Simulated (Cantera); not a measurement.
Feed: 1 mol CaO, 0.13 mol O₂, 8.1 mol CO₂, at 775 K and 1.00 bar.

These are equilibrium values from Cantera (NASA tables, ideal gas, pure condensed phases), not measurements of a reactor. Candidate condensed phases: C, Ca, CaCO₃, CaO; 15 gas species. Rates play no part.

Base state: CO₂ 0.982, O₂ 0.0180 (mole fractions); condensed: CaCO₃(calcite).

### Question
What changes in the equilibrium state with this change: CaO replaced by FeS₂?

### Answer
| species | before | after |
|---|---|---|
| CO₂ | 0.982 | 0.988 |
| SO₂ | 0 | 0.0119 |
| S₂ | 0 | 8.76e-5 |
| O₂ | 0.0180 | <1e-9 |
| CO | <1e-9 | 5.20e-5 |
| COS | 0 | 4.98e-5 |
| CaCO₃(calcite), mol | 1.00 | 0 |
| FeS₂(s), mol | 0 | 0.950 |
| Fe₃O₄(s), mol | 0 | 0.0165 |
Further candidate phases: Fe, Fe(CO)₅, FeO, FeS, FeSO₄, FeS₂, Fe₂O₃, Fe₂(SO₄)₃, Fe₃O₄, S.
